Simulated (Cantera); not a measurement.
A freely propagating, adiabatic, planar premixed flame of H₂ : O₂ : N₂ = 1 : 0.333 : 1.25 (molar parts), equivalence ratio 1.5, unburnt at 350 K and 0.355 atm; mixture-averaged transport, grid criteria slope 0.08 and curve 0.16, no radiation.

Computed with Cantera and the H2/O2 subset of GRI-Mech 3.0, which has no nitrogen chemistry. Burning velocities carry a grid error of a few per cent, more on coarse grids.

Q: How do the results move with these cheaper or finer settings: unity-Lewis-number transport; multicomponent transport; multicomponent+Soret transport; grid criteria slope 0.5, curve 1; grid criteria slope 0.25, curve 0.5; grid criteria slope 0.03, curve 0.06?

A: 
```json
[
 {"setting": "as above", "laminar burning velocity": "350 cm/s", "thermal thickness": "1.39 mm", "peak x(O)": "0.00667", "peak x(HO₂)": "0.000248", "grid points": "129"},
 {"setting": "unity-Lewis-number transport", "laminar burning velocity": "211 cm/s", "thermal thickness": "1.17 mm", "peak x(O)": "0.00549", "peak x(HO₂)": "0.000178", "grid points": "117"},
 {"setting": "multicomponent transport", "laminar burning velocity": "342 cm/s", "thermal thickness": "1.39 mm", "peak x(O)": "0.00656", "peak x(HO₂)": "0.000247", "grid points": "129"},
 {"setting": "multicomponent+Soret transport", "laminar burning velocity": "325 cm/s", "thermal thickness": "1.35 mm", "peak x(O)": "0.00658", "peak x(HO₂)": "0.000249", "grid points": "131"},
 {"setting": "grid criteria slope 0.5, curve 1", "laminar burning velocity": "373 cm/s", "thermal thickness": "1.75 mm", "peak x(O)": "0.00658", "peak x(HO₂)": "0.000227", "grid points": "41"},
 {"setting": "grid criteria slope 0.25, curve 0.5", "laminar burning velocity": "360 cm/s", "thermal thickness": "1.50 mm", "peak x(O)": "0.00642", "peak x(HO₂)": "0.000242", "grid points": "68"},
 {"setting": "grid criteria slope 0.03, curve 0.06", "laminar burning velocity": "349 cm/s", "thermal thickness": "1.36 mm", "peak x(O)": "0.00673", "peak x(HO₂)": "0.000249", "grid points": "287"}
]
```
Unity Lewis numbers drop preferential diffusion, which matters most where H2 and H carry the flame; Soret adds thermal diffusion.
